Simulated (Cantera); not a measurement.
**Si + NF3 (silicon etching in halogen gases)**

A closed system holds: 1 mol Si, 7.3 mol NF3, held at 32.0 Pa.

Cantera equilibrium calculation (NASA polynomials, part measured and part estimated; ideal gas, pure solids and liquids). Candidate condensed phases: Si, Si3N4; 16 gas species. The numbers say what is thermodynamically allowed, not how fast it happens.

| T (K) | log p F | log p NF3 | log p F2 | log p N2 | log p SiF4 | log p NF2 |
|---|---|---|---|---|---|---|
| 450 | -9.30 | -3.60 | -6.22 | -4.55 | -4.38 | -15.06 |
| 550 | -6.72 | -3.68 | -4.45 | -4.42 | -4.41 | -12.51 |
| 650 | -5.19 | -4.42 | -3.76 | -4.12 | -4.58 | -11.17 |
| 750 | -4.32 | -5.83 | -3.77 | -4.10 | -4.66 | -10.81 |
| 850 | -3.81 | -7.42 | -4.09 | -4.19 | -4.75 | -10.89 |
| 950 | -3.63 | -9.35 | -4.79 | -4.26 | -4.83 | -11.41 |
| 1050 | -3.60 | -11.24 | -5.59 | -4.28 | -4.84 | -12.04 |
| 1150 | -3.60 | -12.86 | -6.30 | -4.29 | -4.85 | -12.60 |
| 1250 | -3.60 | -14.22 | -6.90 | -4.29 | -4.85 | -13.07 |
| 1350 | -3.60 | -15.39 | -7.42 | -4.29 | -4.85 | -13.48 |
| 1450 | -3.60 | <-15 | -7.86 | -4.29 | -4.85 | -13.83 |
log p: log10 of the partial pressure in bar; nothing condenses.

From 450 K to 1450 K nothing is condensed. The main Si-bearing gas is SiF4 throughout.
